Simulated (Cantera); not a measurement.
Thermodynamics of silicon epitaxy and polysilicon growth, feed Si2H6 + Cl2 + N2

Charge: 1 mol Si2H6, 0.0044 mol Cl2, a varied amount of N2, at 873 K and 750 Torr.

These are equilibrium values from Cantera (NASA tables, ideal gas, pure condensed phases), not measurements of a reactor. Candidate condensed phases: NH4Cl, Si, Si3N4; 28 gas species. The feed counts by its element totals alone. N2 is the only nitrogen source here; it is nearly inert below about 1500 K, so the nitride shown seldom forms there in practice. Rates play no part.

| n(N2) (mol) | x N2 | x H2 | x HCl | x NH3 | n Si3N4(s) |
|---|---|---|---|---|---|
| 3.3 | 0.396 | 0.602 | 0.00177 | 0.000446 | 0.667 |
| 5.5 | 0.581 | 0.417 | 0.00123 | 0.000312 | 0.667 |
| 9.1 | 0.721 | 0.278 | 0.000817 | 0.000189 | 0.667 |
| 15 | 0.820 | 0.180 | 0.000528 | 0.000104 | 0.667 |
| 25 | 0.887 | 0.112 | 0.000330 | 5.37e-5 | 0.667 |
| 41 | 0.930 | 0.0702 | 0.000206 | 2.72e-5 | 0.667 |
| 69 | 0.957 | 0.0424 | 0.000125 | 1.29e-5 | 0.667 |
| 110 | 0.973 | 0.0268 | 7.88e-5 | 6.57e-6 | 0.667 |
| 190 | 0.984 | 0.0156 | 4.59e-5 | 2.94e-6 | 0.667 |
x: gas mole fraction; n: condensed amount in mol.

From 3.3 mol N2 to 190 mol N2 the condensed part is Si3N4(s).
